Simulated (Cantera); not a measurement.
What does this Cantera script print?

```python
import numpy as np
import cantera as ct

gas_names = """
    Cr CrN H H2 N NH NH2 NH3 N2 N2H2 N2H4
""".split()
cond_names = """
    Cr(cr) Cr(L) CrN(s) Cr2N(s)
""".split()


def load(file, names, dense=False):
    # The tables refer to 1 bar. Condensed volumes are neglected.
    table = {s.name: s for s in ct.Species.list_from_file(file)}
    out = []
    for n in names:
        d = dict(table[n].input_data)
        d["thermo"] = dict(d["thermo"], **{"reference-pressure": 1e5})
        if dense:
            d["equation-of-state"] = {"model": "constant-volume", "density": "1e6 g/cm^3"}
        out.append(ct.Species.from_dict(d))
    return out


gas = ct.Solution(thermo="ideal-gas", species=load("nasa_gas.yaml", gas_names))
cond = {s.name: ct.Solution(thermo="fixed-stoichiometry", species=[s], name=s.name)
        for s in load("nasa_condensed.yaml", cond_names, dense=True)}
atoms = {
    'Cr': {'Cr': 1},
    'N2': {'N': 2},
    'H2': {'H': 2},
}
top_T = {'CrN(s)': 1900, 'Cr2N(s)': 1900}  # K; cautious upper limits of use, not melting points


def equilibrate(T, P, feed):
    n = {}
    for name, mol in feed.items():
        for a, k in atoms[name].items():
            n[a] = n.get(a, 0.0) + k * mol
    gas.TPX = T, P, n
    mass = sum(n.values()) * gas.mean_molecular_weight
    gas.equilibrate("TP")
    valid = [c for c in cond.values() if c.min_temp <= T <= top_T.get(c.name, c.max_temp)]
    mix = ct.Mixture([(gas, mass / gas.mean_molecular_weight)] + [(c, 0.0) for c in valid])
    mix.T, mix.P = T, P
    mix.equilibrate("TP", solver="vcs", rtol=1e-11, max_steps=5000)
    return mix


results = []
feed = {'Cr': 1, 'N2': 1.9, 'H2': 170}  # mol
P = 13332.2  # Pa
for T in [1398, 1473, 1548, 1623, 1698, 1773, 1848, 1923]:
    mix = equilibrate(T, P, feed)
    results.append((T, P, feed, dict(zip(mix.species_names, mix.species_moles))))
    x = sorted(zip(gas.X, gas.species_names), reverse=True)
    print(f"T = {T:g} K  P = {P:g} Pa  gas = {mix.phase_moles(0):.4g} mol")
    print("   x: " + "  ".join(f"{s} {v:.3e}" for v, s in x if v > 0.0001))
    print("   condensed (mol): " + ("  ".join(f"{mix.phase(i).name} {mix.phase_moles(i):.4g}"
          for i in range(1, mix.n_phases) if mix.phase_moles(i) > 1e-12) or "none"))
```

Result:

```
T = 1398 K  P = 13332.2 Pa  gas = 171.9 mol
   x: H2 9.889e-01  N2 1.105e-02
   condensed (mol): Cr(cr) 0.9999
T = 1473 K  P = 13332.2 Pa  gas = 171.9 mol
   x: H2 9.889e-01  N2 1.105e-02
   condensed (mol): Cr(cr) 0.9996
T = 1548 K  P = 13332.2 Pa  gas = 171.9 mol
   x: H2 9.889e-01  N2 1.105e-02
   condensed (mol): Cr(cr) 0.9981
T = 1623 K  P = 13332.2 Pa  gas = 171.9 mol
   x: H2 9.887e-01  N2 1.105e-02  H 1.882e-04
   condensed (mol): Cr(cr) 0.9925
T = 1698 K  P = 13332.2 Pa  gas = 172 mol
   x: H2 9.884e-01  N2 1.105e-02  H 3.937e-04  Cr 1.516e-04
   condensed (mol): Cr(cr) 0.9739
T = 1773 K  P = 13332.2 Pa  gas = 172 mol
   x: H2 9.877e-01  N2 1.104e-02  H 7.743e-04  Cr 4.732e-04
   condensed (mol): Cr(cr) 0.9186
T = 1848 K  P = 13332.2 Pa  gas = 172.3 mol
   x: H2 9.862e-01  N2 1.103e-02  H 1.442e-03  Cr 1.341e-03
   condensed (mol): Cr(cr) 0.7691
T = 1923 K  P = 13332.2 Pa  gas = 172.7 mol
   x: H2 9.830e-01  N2 1.100e-02  Cr 3.484e-03  H 2.558e-03
   condensed (mol): Cr(cr) 0.3982
```

Equilibrium computed with Cantera from the NASA thermochemical tables; the gas is ideal and each condensed phase is pure.
